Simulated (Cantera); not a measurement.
Input: 1 mol Fe, 1.4 mol NH3, 270 mol H2, at 725 K and 1.00 bar.

Cantera equilibrium calculation (NASA polynomials, part measured and part estimated; ideal gas, pure solids and liquids). Candidate condensed phases: Fe; 10 gas species. Equilibrium is a limit: real reactors are often held back by kinetics, nucleation or transport.

Base state: H2 0.997, N2 0.00240, NH3 0.000334 (mole fractions); condensed: Fe(α).

Question: What changes in the equilibrium state with this change: NH3 from 1.4 to 2.2 mol?

Answer: 
```
species       before     after
----------  --------  --------
H2             0.997     0.996
N2           0.00240   0.00380
NH3         0.000334  0.000420
Fe(α), mol      1.00      1.00
```
